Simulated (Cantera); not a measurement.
Input: 1 mol SiCl₄, 0.87 mol C₂H₄, 83 mol H₂, 0.45 mol CH₄, equilibrated at 1400 Pa.

Equilibrium computed with Cantera from the NASA thermochemical tables; the gas is ideal and each condensed phase is pure. Candidate condensed phases: C, C₆H₆, C₇H₈, C₈H₁₈, Si, SiC; 109 gas species. Equilibrium is a limit: real reactors are often held back by kinetics, nucleation or transport.

Task: At 1073 K, list the 4 most abundant gas species with their mole fractions, and the condensed phases.

Result: H₂ 0.954, HCl 0.0456, CH₄ 0.000585, SiCl₄ 2.19e-5. Condensed: C(graphite) + SiC(s).
